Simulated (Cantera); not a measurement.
An adiabatic, constant-pressure homogeneous reactor starts with CO : H2 : O2 : N2 = 1 : 0.28 : 0.78 : 4.53 (molar parts), equivalence ratio 0.82, at 1023 K and 101000 Pa. Integrator tolerance rtol = 1e-08.

Cantera simulation using GRI-Mech 3.0 (53 species, 325 reactions); the numbers are that mechanism's predictions, not measurements.

Task: What does this change do: initial temperature 1023 to 1075 K?

Result: 
```tsv
quantity	before	after
time of steepest temperature rise	0.402 ms	0.227 ms
temperature at 10.0 s	2358 K	2385 K
equilibrium temperature	2358 K	2385 K
x(CO) at 10.0 s	0.0153 (gas-phase equilibrium 0.0153)	0.0174 (gas-phase equilibrium 0.0174)
x(H2) at 10.0 s	0.000768 (gas-phase equilibrium 0.000768)	0.000868 (gas-phase equilibrium 0.000868)
x(O2) at 10.0 s	0.0269 (gas-phase equilibrium 0.0269)	0.0276 (gas-phase equilibrium 0.0276)
x(NO) at 10.0 s	0.00618 (gas-phase equilibrium 0.00618)	0.00660 (gas-phase equilibrium 0.00660)
x(H) at 10.0 s	0.000360 (gas-phase equilibrium 0.000360)	0.000436 (gas-phase equilibrium 0.000436)
```

Task: What does this change do: initial temperature 1023 to 1700 K?

Result: 
| quantity | before | after |
|---|---|---|
| time of steepest temperature rise | 0.402 ms | 18.1 µs |
| temperature at 10.0 s | 2358 K | 2658 K |
| equilibrium temperature | 2358 K | 2658 K |
| x(CO) at 10.0 s | 0.0153 (gas-phase equilibrium 0.0153) | 0.0480 (gas-phase equilibrium 0.0480) |
| x(H2) at 10.0 s | 0.000768 (gas-phase equilibrium 0.000768) | 0.00237 (gas-phase equilibrium 0.00237) |
| x(O2) at 10.0 s | 0.0269 (gas-phase equilibrium 0.0269) | 0.0373 (gas-phase equilibrium 0.0373) |
| x(NO) at 10.0 s | 0.00618 (gas-phase equilibrium 0.00618) | 0.0122 (gas-phase equilibrium 0.0122) |
| x(H) at 10.0 s | 0.000360 (gas-phase equilibrium 0.000360) | 0.00236 (gas-phase equilibrium 0.00236) |
